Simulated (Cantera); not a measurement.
Mixture: C₃H₈ : O₂ : N₂ = 1 : 2.63 : 9.21 (molar parts), equivalence ratio 1.9, at 5.00 bar, adiabatic and at constant pressure. Ignition delay is the time to a rise of 400 K.

Detailed kinetics in Cantera: GRI-Mech 3.0 (53 species, 325 reactions). GRI-Mech 3.0 was tuned for natural gas; its chemistry of propane as a main component is partial and can be far from experiment.

Task: What does this change do: pressure from 5.00 bar to 19.0 bar?

Result: 
```json
[
 {"quantity": "delay at 1075 K", "before": "32.7 ms", "after": "9.71 ms"},
 {"quantity": "delay at 1125 K", "before": "11.9 ms", "after": "3.99 ms"},
 {"quantity": "delay at 1175 K", "before": "4.37 ms", "after": "1.66 ms"},
 {"quantity": "delay at 1225 K", "before": "1.67 ms", "after": "0.698 ms"},
 {"quantity": "delay at 1275 K", "before": "0.678 ms", "after": "0.303 ms"},
 {"quantity": "delay at 1325 K", "before": "0.296 ms", "after": "0.137 ms"},
 {"quantity": "delay at 1375 K", "before": "0.140 ms", "after": "65.4 µs"},
 {"quantity": "apparent activation energy between 1275 and 1375 K", "before": "230 kJ/mol", "after": "220 kJ/mol"}
]
```
The pressure lies above the range GRI-Mech 3.0 was tuned for (to about 10 atm).

Task: What does this change do: 0.4 parts H2 added?

Result: 
```
quantity                                                before       after
--------------------------------------------------  ----------  ----------
delay at 1075 K                                        32.7 ms     10.8 ms
delay at 1125 K                                        11.9 ms     5.61 ms
delay at 1175 K                                        4.37 ms     2.67 ms
delay at 1225 K                                        1.67 ms     1.21 ms
delay at 1275 K                                       0.678 ms    0.547 ms
delay at 1325 K                                       0.296 ms    0.255 ms
delay at 1375 K                                       0.140 ms    0.126 ms
apparent activation energy between 1275 and 1375 K  230 kJ/mol  210 kJ/mol
```
